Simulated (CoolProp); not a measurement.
Vapour-liquid equilibrium of R22 (1) + R115 (2) at 2.36 bar; x and y are mole fractions of (1).

Computed with CoolProp (multi-fluid Helmholtz-energy mixture model, Kamei 1995 and Lemmon 2016; pair parameters Bell 2016).

```csv
x,"bubble temperature, mixture model (K)","bubble temperature, Raoult's law (K)","y, mixture model","y, Raoult's law"
0.05,252.6,254.6,0.116,0.055
0.2,249.4,254.2,0.303,0.217
0.35,248.3,253.8,0.405,0.373
0.5,248.1,253.4,0.494,0.525
0.65,248.4,253.0,0.597,0.672
0.8,249.5,252.6,0.736,0.815
0.95,251.4,252.3,0.925,0.954
```

The largest gap from Raoult's law is -5.5 K in bubble temperature, at x = 0.35. y crosses x between x = 0.35 and 0.5: the model has an azeotrope there.

The pair parameters rest on a limited set of measurements; away from them the model extrapolates.
